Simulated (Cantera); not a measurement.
# Chlorosilane synthesis and conversion: SiCl₄ + Cl₂ + H₂

Input: 1 mol SiCl₄, a varied amount of Cl₂, 1.8 mol H₂, equilibrated at 673 K and 750 Torr.

Equilibrium computed with Cantera from the NASA thermochemical tables; the gas is ideal and each condensed phase is pure. Candidate condensed phases: Si; 19 gas species. Rates play no part.

| n(Cl₂) (mol) | log p HCl | log p H₂ | log p SiCl₄ | log p Cl₂ | log p SiHCl₃ |
|---|---|---|---|---|---|
| 0.5 | -0.52 | -0.40 | -0.52 | <-12 | -4.30 |
| 0.66 | -0.42 | -0.48 | -0.54 | <-12 | -4.50 |
| 0.88 | -0.32 | -0.60 | -0.57 | <-12 | -4.75 |
| 1.2 | -0.22 | -0.82 | -0.60 | <-12 | -5.10 |
| 1.6 | -0.14 | -1.34 | -0.64 | <-12 | -5.75 |
| 2.1 | -0.13 | <-12 | -0.69 | -1.21 | <-12 |
| 2.8 | -0.19 | <-12 | -0.75 | -0.75 | <-12 |
log p: log10 of the partial pressure in bar; nothing condenses.

From 0.5 mol Cl₂ to 2.8 mol Cl₂ nothing is condensed. The main Si-bearing gas is SiCl₄ throughout.
